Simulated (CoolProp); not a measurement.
A single-stage vapour-compression cycle with the fluid: evaporating at 236.15 K (dew point), condensing at 306.15 K (bubble point), superheat 5 K, subcooling 2 K, compressor efficiency 0.85, no pressure losses. The same conditions are run with several fluids, on thermodynamics alone (safety and materials aside).

Computed with CoolProp (reference Helmholtz-energy equation of state of each fluid (propane: Lemmon 2009; ammonia: Gao 2020; fluoroethane (R161): Wu 2012; R410A: Lemmon 2003; R125: Lemmon 2005; hydrogen chloride: Thol 2018)). Blends and air are pseudo-pure fits.

```tsv
fluid	cooling COP	pressure ratio	discharge temperature (K)	refrigerating effect (kJ/kg)	volumetric capacity (kJ/m³)
propane	2.05	9.19	333.5	258	746
ammonia	2.11	15.2	477.2	1080	786
fluoroethane (R161)	2.13	11.0	361.3	285	734
R410A	1.97	10.2	360.2	161	1240
R125	1.71	9.98	320.8	76.1	818
hydrogen chloride	1.74	6.64	435.5	249	4340
```
